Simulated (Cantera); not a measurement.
# Ignition delay

Mixture: C3H8 : O2 : N2 : CO2 = 1 : 2.78 : 12.2 : 0.34 (molar parts), equivalence ratio 1.8, at 1.00 bar, adiabatic and at constant volume. Ignition delay is the time to a rise of 400 K.

Detailed kinetics in Cantera: GRI-Mech 3.0 (53 species, 325 reactions). GRI-Mech 3.0 was tuned for natural gas; its chemistry of propane as a main component is partial and can be far from experiment.

| T0 (K) | delay (ms) |
|---|---|
| 1123 | 35.5 |
| 1198 | 6.94 |
| 1273 | 1.68 |
| 1348 | 0.509 |
| 1423 | 0.191 |

apparent activation energy between 1273 and 1423 K: 220 kJ/mol
